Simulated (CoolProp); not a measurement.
Vapour-liquid equilibrium of ethylbenzene (1) + p-xylene (2) at 446.2 K; x and y are mole fractions of (1).

The numbers come from the multi-fluid Helmholtz-energy mixture model, Zhou 2012 and Zhou 2012; pair parameters Bell 2016 in CoolProp.

```json
[
 {"x": "0.05", "bubble pressure, mixture model (bar)": "2.369", "bubble pressure, Raoult's law (bar)": "2.366", "y, mixture model": "0.053", "y, Raoult's law": "0.052"},
 {"x": "0.125", "bubble pressure, mixture model (bar)": "?", "bubble pressure, Raoult's law (bar)": "2.375", "y, mixture model": "0.132", "y, Raoult's law": "0.131"},
 {"x": "0.2", "bubble pressure, mixture model (bar)": "2.394", "bubble pressure, Raoult's law (bar)": "2.385", "y, mixture model": "0.209", "y, Raoult's law": "0.208"},
 {"x": "0.275", "bubble pressure, mixture model (bar)": "2.404", "bubble pressure, Raoult's law (bar)": "2.394", "y, mixture model": "0.285", "y, Raoult's law": "0.285"},
 {"x": "0.35", "bubble pressure, mixture model (bar)": "2.414", "bubble pressure, Raoult's law (bar)": "2.403", "y, mixture model": "0.361", "y, Raoult's law": "0.362"},
 {"x": "0.425", "bubble pressure, mixture model (bar)": "?", "bubble pressure, Raoult's law (bar)": "2.412", "y, mixture model": "0.436", "y, Raoult's law": "0.437"},
 {"x": "0.5", "bubble pressure, mixture model (bar)": "2.431", "bubble pressure, Raoult's law (bar)": "2.421", "y, mixture model": "0.510", "y, Raoult's law": "0.513"},
 {"x": "0.575", "bubble pressure, mixture model (bar)": "2.440", "bubble pressure, Raoult's law (bar)": "2.430", "y, mixture model": "0.585", "y, Raoult's law": "0.587"},
 {"x": "0.65", "bubble pressure, mixture model (bar)": "2.447", "bubble pressure, Raoult's law (bar)": "2.439", "y, mixture model": "0.659", "y, Raoult's law": "0.661"},
 {"x": "0.725", "bubble pressure, mixture model (bar)": "?", "bubble pressure, Raoult's law (bar)": "2.448", "y, mixture model": "0.732", "y, Raoult's law": "0.735"},
 {"x": "0.8", "bubble pressure, mixture model (bar)": "2.462", "bubble pressure, Raoult's law (bar)": "2.458", "y, mixture model": "0.806", "y, Raoult's law": "0.808"},
 {"x": "0.875", "bubble pressure, mixture model (bar)": "?", "bubble pressure, Raoult's law (bar)": "2.467", "y, mixture model": "0.879", "y, Raoult's law": "0.880"},
 {"x": "0.95", "bubble pressure, mixture model (bar)": "2.477", "bubble pressure, Raoult's law (bar)": "2.476", "y, mixture model": "0.952", "y, Raoult's law": "0.952"}
]
```

Question: Some entries are withheld; supply them.

Answer: 
- 0.125, bubble pressure, mixture model (bar): 2.382
- 0.425, bubble pressure, mixture model (bar): 2.423
- 0.725, bubble pressure, mixture model (bar): 2.455
- 0.875, bubble pressure, mixture model (bar): 2.469

The largest gap from Raoult's law is +0.5 % in bubble pressure, at x = 0.35. No azeotrope shows between x = 0.05 and 0.95.

Pair parameters are fitted to limited data, so mixtures are less certain than the pure fluids.
